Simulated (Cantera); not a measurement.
Cantera run:

```python
import numpy as np
import cantera as ct

gas_names = [...]  # 136 gases of nasa_gas.yaml made of C, H, N, O
cond_names = """
    C(gr) C6H6(L) C7H8(L) C8H18(L),n-octa H2O(s) H2O(L)
""".split()


# ... load() reads the species with a 1 bar reference pressure and builds the phases ...
atoms = {
    'C': {'C': 1},
    'H2O': {'H': 2, 'O': 1},
    'N2': {'N': 2},
}
top_T = {'C(gr)': 4500}  # K; cautious upper limits of use, not melting points


# ... equilibrate(T, P, feed) seeds the gas with the atoms and calls Mixture.equilibrate('TP', solver="vcs", rtol=1e-11, max_steps=5000) ...
results = []
feed = {'C': 1, 'H2O': 0.19, 'N2': 1}  # mol
P = 1000  # Pa
for T in [1548, 1648, 1748, 1848, 1948, 2048, 2148]:
    mix = equilibrate(T, P, feed)
    results.append((T, P, feed, dict(zip(mix.species_names, mix.species_moles))))

top = {s: max(r[3][s] / sum(r[3][g] for g in gas_names) for r in results) for s in gas_names}
cols = sorted((s for s in top if top[s] > 1e-06), key=lambda s: -top[s])[:9]
seen = [c for c in cond_names if any(r[3].get(c, 0) > 1e-12 for r in results)]
print("log10 of partial pressures in bar; condensed amounts in mol")
print(f"{'T/K':>10s}" + "".join(f"{s[:9]:>10s}" for s in cols + seen))
for T, P, feed, n in results:
    ng = sum(n[g] for g in gas_names)
    print(f"{T:10.4g}" + "".join(f"{np.log10(max(n[s] / ng * P / 1e5, 1e-99)):10.3f}" for s in cols)
          + "".join(f"{n.get(c, 0):10.4g}" for c in seen))
```

Result:

```
log10 of partial pressures in bar; condensed amounts in mol
       T/K        N2        CO        H2         H       HCN       HNC C2H2,acet        CN      C2N2     C(gr)
      1548    -2.140    -2.861    -2.862    -5.943    -5.335    -7.042    -7.666   -10.639   -10.263    0.8093
      1648    -2.140    -2.861    -2.863    -5.482    -5.065    -6.648    -7.213    -9.746    -9.623    0.8088
      1748    -2.141    -2.861    -2.865    -5.074    -4.828    -6.301    -6.812    -8.956    -9.057    0.8078
      1848    -2.141    -2.862    -2.869    -4.710    -4.618    -5.993    -6.458    -8.252    -8.552    0.8064
      1948    -2.142    -2.862    -2.875    -4.384    -4.431    -5.719    -6.144    -7.622    -8.100    0.8044
      2048    -2.143    -2.863    -2.886    -4.093    -4.266    -5.474    -5.865    -7.054    -7.692    0.8016
      2148    -2.146    -2.864    -2.903    -3.832    -4.120    -5.257    -5.621    -6.541    -7.324     0.798
```

Equilibrium computed with Cantera from the NASA thermochemical tables; the gas is ideal and each condensed phase is pure.
